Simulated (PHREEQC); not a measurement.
Dissolve 0.004 mol/kgw ZnSO4 at 25 °C. Closed to the air; pH follows from the charge balance.

Computed with PHREEQC (ion-association model, phreeqc.dat).

### Question
The ionic strength comes out as 0.0123 mol/kgw. What activity coefficients do Zn(SO4)2-2, ZnOH+, H+, Zn+2, SO4-2 get?

### Answer
Zn(SO4)2-2 0.64, ZnOH+ 0.89, H+ 0.91, Zn+2 0.64, SO4-2 0.64.

Precipitation was switched off in this run. Complexes and solids missing from the database can't appear.
